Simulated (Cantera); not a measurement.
A closed system holds: 1 mol Si, 0.59 mol Cl2, 28 mol N2, held at 4.60 Pa.

These are equilibrium values from Cantera (NASA tables, ideal gas, pure condensed phases), not measurements of a reactor. Candidate condensed phases: Si, Si3N4; 13 gas species. N2 is the only nitrogen source here; it is nearly inert below about 1500 K, so the nitride shown seldom forms there in practice. Equilibrium is a limit: real reactors are often held back by kinetics, nucleation or transport.

Task: Which condensed phases are stable at each of these points (T (K)): 523, 673, 823, 973, 1123, 1273, 1423, 1573, 1723?

Result: 
| T (K) | condensed phases | Si condensed (%) |
|---|---|---|
| 523 | Si3N4(s) | 70.5 |
| 673 | Si3N4(s) | 70.5 |
| 823 | Si3N4(s) | 70.5 |
| 973 | Si3N4(s) | 70.4 |
| 1123 | Si3N4(s) | 65.3 |
| 1273 | Si3N4(s) | 43.1 |
| 1423 | Si3N4(s) | 41.2 |
| 1573 | Si(s) | 37.7 |
| 1723 | gas only | 0.0 |

From 523 K to 1423 K the condensed part is Si3N4(s). At 1573 K the condensed part is Si(s). At 1723 K nothing is condensed.
